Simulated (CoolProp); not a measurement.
Properties of CHF3 (R23) along the isotherm 163.7 K (Tc = 299.3 K, pc = 4832 kPa, ω = 0.263).

Computed with CoolProp (reference Helmholtz-energy equation of state, Penoncello 2003).

```json
[
 {"p (kPa)": "4830", "phase": "liquid", "Z": "0.1598", "Joule-Thomson coefficient (K/MPa)": "-0.3418", "isothermal compressibility (1/MPa)": "0.001085"},
 {"p (kPa)": "9660", "phase": "liquid", "Z": "0.3180", "Joule-Thomson coefficient (K/MPa)": "-0.3480", "isothermal compressibility (1/MPa)": "0.001031"},
 {"p (kPa)": "14500", "phase": "liquid", "Z": "0.4750", "Joule-Thomson coefficient (K/MPa)": "[?]", "isothermal compressibility (1/MPa)": "[?]"},
 {"p (kPa)": "19300", "phase": "liquid", "Z": "0.6294", "Joule-Thomson coefficient (K/MPa)": "-0.3585", "isothermal compressibility (1/MPa)": "[?]"},
 {"p (kPa)": "24200", "phase": "liquid", "Z": "[?]", "Joule-Thomson coefficient (K/MPa)": "-0.3631", "isothermal compressibility (1/MPa)": "0.0009014"},
 {"p (kPa)": "29000", "phase": "liquid", "Z": "0.9375", "Joule-Thomson coefficient (K/MPa)": "-0.3671", "isothermal compressibility (1/MPa)": "0.0008668"},
 {"p (kPa)": "33800", "phase": "liquid", "Z": "1.088", "Joule-Thomson coefficient (K/MPa)": "[?]", "isothermal compressibility (1/MPa)": "0.0008352"},
 {"p (kPa)": "38700", "phase": "liquid", "Z": "1.241", "Joule-Thomson coefficient (K/MPa)": "-0.3741", "isothermal compressibility (1/MPa)": "0.0008057"},
 {"p (kPa)": "43500", "phase": "liquid", "Z": "1.390", "Joule-Thomson coefficient (K/MPa)": "[?]", "isothermal compressibility (1/MPa)": "[?]"},
 {"p (kPa)": "48300", "phase": "liquid", "Z": "1.537", "Joule-Thomson coefficient (K/MPa)": "[?]", "isothermal compressibility (1/MPa)": "0.0007544"}
]
```

Task: What belongs in the gaps?

Result: 
- 14500, Joule-Thomson coefficient (K/MPa): -0.3536
- 14500, isothermal compressibility (1/MPa): 0.0009829
- 19300, isothermal compressibility (1/MPa): 0.0009404
- 24200, Z: 0.7856
- 33800, Joule-Thomson coefficient (K/MPa): -0.3707
- 43500, Joule-Thomson coefficient (K/MPa): -0.3771
- 43500, isothermal compressibility (1/MPa): 0.0007791
- 48300, Joule-Thomson coefficient (K/MPa): -0.3799
